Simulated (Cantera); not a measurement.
A perfectly stirred reactor is fed with 14.3 % C2H4, 85.7 % H2, at 0.0132 atm; it is held at 1848 K, and followed from long to short residence time.

Computed with Cantera and GRI-Mech 3.0 (53 species, 325 reactions). GRI-Mech 3.0 was tuned for natural gas; its chemistry of ethylene as a main component is partial and can be far from experiment. GRI-Mech 3.0 stops at C3 and has no aromatics, soot or wall deposition, so with more carbon than oxygen in the feed, carbon stays in small species such as C2H2 where larger ones or solid carbon would form. Radical loss at walls, strong at low pressure, is not modelled.

x: mole fraction; the columns are a selection and need not sum to one.

| τ (s) | x C2H4 | x H2 | x C2H6 | x C2H2 | x CH3 |
|---|---|---|---|---|---|
| 8.5 | 3.63e-5 | 0.871 | 2.66e-10 | 0.125 | 1.23e-5 |
| 2.7 | 7.24e-5 | 0.872 | 3.10e-10 | 0.125 | 7.41e-6 |
| 0.86 | 0.000281 | 0.873 | 8.80e-10 | 0.125 | 2.74e-6 |
| 0.27 | 0.00155 | 0.874 | (withheld) | 0.124 | 8.26e-7 |
| 0.087 | 0.00700 | 0.874 | (withheld) | 0.119 | 2.85e-7 |
| 0.028 | 0.0240 | 0.872 | (withheld) | 0.104 | 1.32e-7 |
| 0.0088 | 0.0604 | 0.867 | (withheld) | 0.0721 | 8.77e-8 |
| 0.0028 | 0.103 | 0.862 | (withheld) | 0.0349 | 6.30e-8 |

Problem. Complete the blanks.

Solution. 
- 0.27, x C2H6: 3.33e-9
- 0.087, x C2H6: 9.62e-9
- 0.028, x C2H6: 2.30e-8
- 0.0088, x C2H6: 4.42e-8
- 0.0028, x C2H6: 5.47e-8
